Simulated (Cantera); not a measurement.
What does this Cantera script print?

```python
import numpy as np
import cantera as ct

gas_names = [...]  # 116 gases of nasa_gas.yaml made of C, H, Mg, O
cond_names = """
    C(gr) C6H6(L) C7H8(L) C8H18(L),n-octa H2O(s) H2O(L) Mg(cr) Mg(L) MgCO3(s) MgO(s) MgO(L) MgO2H2(s)
""".split()


# ... load() reads the species with a 1 bar reference pressure and builds the phases ...
atoms = {
    'MgCO3': {'Mg': 1, 'C': 1, 'O': 3},
    'H2': {'H': 2},
}
top_T = {'C(gr)': 4500}  # K; cautious upper limits of use, not melting points


# ... equilibrate(T, P, feed) seeds the gas with the atoms and calls Mixture.equilibrate('TP', solver="gibbs", rtol=1e-10, max_steps=50000) ...
results = []
P = 580000  # Pa
for T in [825, 875, 925, 975, 1025, 1075, 1125, 1175, 1225, 1275, 1325, 1375, 1425, 1475]:
    for m in [0.078, 0.42, 0.76, 1.1, 1.4, 1.8, 2.1]:
        feed = {'MgCO3': 1, 'H2': m}  # mol
        mix = equilibrate(T, P, feed)
        results.append((T, P, feed, dict(zip(mix.species_names, mix.species_moles))))

for T, P, feed, n in results:
    print(f"{T:7g} {feed['H2']:10.4g}  " + (" + ".join(c for c in cond_names if n.get(c, 0) > 1e-12) or "gas only"))
```

It prints:

```
    825      0.078  MgO(s)
    825       0.42  C(gr) + MgO(s)
    825       0.76  C(gr) + MgO(s)
    825        1.1  C(gr) + MgO(s)
    825        1.4  C(gr) + MgO(s)
    825        1.8  C(gr) + MgO(s)
    825        2.1  C(gr) + MgO(s)
    875      0.078  MgO(s)
    875       0.42  C(gr) + MgO(s)
    875       0.76  C(gr) + MgO(s)
    875        1.1  C(gr) + MgO(s)
    875        1.4  C(gr) + MgO(s)
    875        1.8  C(gr) + MgO(s)
    875        2.1  MgO(s)
    925      0.078  MgO(s)
    925       0.42  MgO(s)
    925       0.76  MgO(s)
    925        1.1  MgO(s)
    925        1.4  MgO(s)
    925        1.8  MgO(s)
    925        2.1  MgO(s)
    975      0.078  MgO(s)
    975       0.42  MgO(s)
    975       0.76  MgO(s)
    975        1.1  MgO(s)
    975        1.4  MgO(s)
    975        1.8  MgO(s)
    975        2.1  MgO(s)
   1025      0.078  MgO(s)
   1025       0.42  MgO(s)
   1025       0.76  MgO(s)
   1025        1.1  MgO(s)
   1025        1.4  MgO(s)
   1025        1.8  MgO(s)
   1025        2.1  MgO(s)
   1075      0.078  MgO(s)
   1075       0.42  MgO(s)
   1075       0.76  MgO(s)
   1075        1.1  MgO(s)
   1075        1.4  MgO(s)
   1075        1.8  MgO(s)
   1075        2.1  MgO(s)
   1125      0.078  MgO(s)
   1125       0.42  MgO(s)
   1125       0.76  MgO(s)
   1125        1.1  MgO(s)
   1125        1.4  MgO(s)
   1125        1.8  MgO(s)
   1125        2.1  MgO(s)
   1175      0.078  MgO(s)
   1175       0.42  MgO(s)
   1175       0.76  MgO(s)
   1175        1.1  MgO(s)
   1175        1.4  MgO(s)
   1175        1.8  MgO(s)
   1175        2.1  MgO(s)
   1225      0.078  MgO(s)
   1225       0.42  MgO(s)
   1225       0.76  MgO(s)
   1225        1.1  MgO(s)
   1225        1.4  MgO(s)
   1225        1.8  MgO(s)
   1225        2.1  MgO(s)
   1275      0.078  MgO(s)
   1275       0.42  MgO(s)
   1275       0.76  MgO(s)
   1275        1.1  MgO(s)
   1275        1.4  MgO(s)
   1275        1.8  MgO(s)
   1275        2.1  MgO(s)
   1325      0.078  MgO(s)
   1325       0.42  MgO(s)
   1325       0.76  MgO(s)
   1325        1.1  MgO(s)
   1325        1.4  MgO(s)
   1325        1.8  MgO(s)
   1325        2.1  MgO(s)
   1375      0.078  MgO(s)
   1375       0.42  MgO(s)
   1375       0.76  MgO(s)
   1375        1.1  MgO(s)
   1375        1.4  MgO(s)
   1375        1.8  MgO(s)
   1375        2.1  MgO(s)
   1425      0.078  MgO(s)
   1425       0.42  MgO(s)
   1425       0.76  MgO(s)
   1425        1.1  MgO(s)
   1425        1.4  MgO(s)
   1425        1.8  MgO(s)
   1425        2.1  MgO(s)
   1475      0.078  MgO(s)
   1475       0.42  MgO(s)
   1475       0.76  MgO(s)
   1475        1.1  MgO(s)
   1475        1.4  MgO(s)
   1475        1.8  MgO(s)
   1475        2.1  MgO(s)
```

Equilibrium computed with Cantera from the NASA thermochemical tables; the gas is ideal and each condensed phase is pure.
